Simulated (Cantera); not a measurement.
Cantera run:

```python
import numpy as np
import cantera as ct

gas_names = """
    O O2 O3 S SO SO2 SO3 S2 S2O S8
""".split()
cond_names = """
    S(cr1) S(cr2) S(L)
""".split()


def load(file, names, dense=False):
    # The tables refer to 1 bar. Condensed volumes are neglected.
    table = {s.name: s for s in ct.Species.list_from_file(file)}
    out = []
    for n in names:
        d = dict(table[n].input_data)
        d["thermo"] = dict(d["thermo"], **{"reference-pressure": 1e5})
        if dense:
            d["equation-of-state"] = {"model": "constant-volume", "density": "1e6 g/cm^3"}
        out.append(ct.Species.from_dict(d))
    return out


gas = ct.Solution(thermo="ideal-gas", species=load("nasa_gas.yaml", gas_names))
cond = {s.name: ct.Solution(thermo="fixed-stoichiometry", species=[s], name=s.name)
        for s in load("nasa_condensed.yaml", cond_names, dense=True)}
atoms = {
    'SO2': {'S': 1, 'O': 2},
}
top_T = {}  # K; cautious upper limits of use, not melting points


def equilibrate(T, P, feed):
    n = {}
    for name, mol in feed.items():
        for a, k in atoms[name].items():
            n[a] = n.get(a, 0.0) + k * mol
    gas.TPX = T, P, n
    mass = sum(n.values()) * gas.mean_molecular_weight
    gas.equilibrate("TP")
    valid = [c for c in cond.values() if c.min_temp <= T <= top_T.get(c.name, c.max_temp)]
    mix = ct.Mixture([(gas, mass / gas.mean_molecular_weight)] + [(c, 0.0) for c in valid])
    mix.T, mix.P = T, P
    mix.equilibrate("TP", solver="vcs", rtol=1e-11, max_steps=5000)
    return mix


results = []
feed = {'SO2': 1}  # mol
T = 1375  # K
P = 133.322  # Pa
mix = equilibrate(T, P, feed)
results.append((T, P, feed, dict(zip(mix.species_names, mix.species_moles))))
x = sorted(zip(gas.X, gas.species_names), reverse=True)
print(f"T = {T:g} K  P = {P:g} Pa  gas = {mix.phase_moles(0):.4g} mol")
print("   x: " + "  ".join(f"{s} {v:.3e}" for v, s in x if v > 1e-06))
print("   condensed (mol): " + ("  ".join(f"{mix.phase(i).name} {mix.phase_moles(i):.4g}"
      for i in range(1, mix.n_phases) if mix.phase_moles(i) > 1e-12) or "none"))
```

It prints:

```
T = 1375 K  P = 133.322 Pa  gas = 1 mol
   x: SO2 9.998e-01  SO 1.388e-04  O2 5.882e-05  SO3 2.103e-05
   condensed (mol): none
```

These are equilibrium values from Cantera (NASA tables, ideal gas, pure condensed phases), not measurements of a reactor.
